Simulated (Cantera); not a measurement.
A perfectly stirred reactor is fed with 11.4 % CO, 2.62 % H2, 12.3 % O2, 73.7 % N2, equivalence ratio 0.57, at 68000 Pa; it is adiabatic with a 800 K inlet, and is followed from long to short residence time, starting on the burning branch (τ in s: 0.027, 0.015, 0.0082, 0.0045, 0.0025, 0.0014, 0.00074, 0.00041, 0.00022, 0.00012, 6.8e-05, 3.7e-05, 2e-05).

Detailed kinetics in Cantera: GRI-Mech 3.0 (53 species, 325 reactions).

x: mole fraction; the columns are a selection and need not sum to one.

```
τ (s)    T (K)     x CO      x H2    x O2       x O     x CO2
-------  -----  -------  --------  ------  --------  --------
0.027     1831  0.00770  0.000407  0.0592         …     0.114
0.015     1802   0.0103  0.000551  0.0600         …     0.111
0.0082    1765   0.0134  0.000733  0.0611         …     0.108
0.0045    1720   0.0172  0.000948  0.0624         …     0.104
0.0025    1666   0.0216   0.00118  0.0640         …    0.0987
0.0014    1602   0.0269   0.00143  0.0661         …    0.0929
0.00074   1514   0.0352   0.00169  0.0698   0.00945    0.0839
0.00041   1402   0.0486   0.00204  0.0767   0.00923    0.0696
0.00022   1201   0.0781   0.00432  0.0939         …    0.0386
0.00012    800    0.114    0.0262   0.123  1.49e-12  5.63e-12
6.8e-5     800    0.114    0.0262   0.123  1.14e-12  2.91e-12
3.7e-5     800    0.114    0.0262   0.123    <1e-12  1.44e-12
2.0e-5     800    0.114    0.0262   0.123    <1e-12    <1e-12
```

**Question.** Fill in the missing entries.

**Answer.** 
- 0.027, x O: 0.00201
- 0.015, x O: 0.00279
- 0.0082, x O: 0.00382
- 0.0045, x O: 0.00511
- 0.0025, x O: 0.00658
- 0.0014, x O: 0.00812
- 0.00022, x O: 0.00470
